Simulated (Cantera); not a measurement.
An adiabatic, constant-pressure homogeneous reactor starts with CH4 : O2 : N2 = 1 : 2.7 : 10.2 (molar parts), at 1100 K and 2250 Torr. Integrator tolerance rtol = 1e-08.

Cantera simulation using GRI-Mech 3.0 (53 species, 325 reactions); the numbers are that mechanism's predictions, not measurements.

```csv
quantity,before,after
time of steepest temperature rise,58.9 ms,4.04 ms
temperature at 2.00 s,2455 K,2574 K
equilibrium temperature,2455 K,2574 K
x(CH4) at 2.00 s,<1e-12 (gas-phase equilibrium <1e-12),<1e-12 (gas-phase equilibrium <1e-12)
x(O2) at 2.00 s,0.0462 (gas-phase equilibrium 0.0462),0.0462 (gas-phase equilibrium 0.0462)
x(H) at 2.00 s,0.000504 (gas-phase equilibrium 0.000504),0.00110 (gas-phase equilibrium 0.00110)
x(CH2CO) at 2.00 s,<1e-12 (gas-phase equilibrium <1e-12),<1e-12 (gas-phase equilibrium <1e-12)
x(NO) at 2.00 s,0.00958 (gas-phase equilibrium 0.00958),0.0117 (gas-phase equilibrium 0.0117)
```

Q: Which change was made?
(A) CH4 1 to 1.3 parts
(B) initial temperature 1100 to 1300 K
(C) CH4 1 to 2.2 parts
(D) pressure from 2250 Torr to 12000 Torr

A: B, initial temperature 1100 to 1300 K
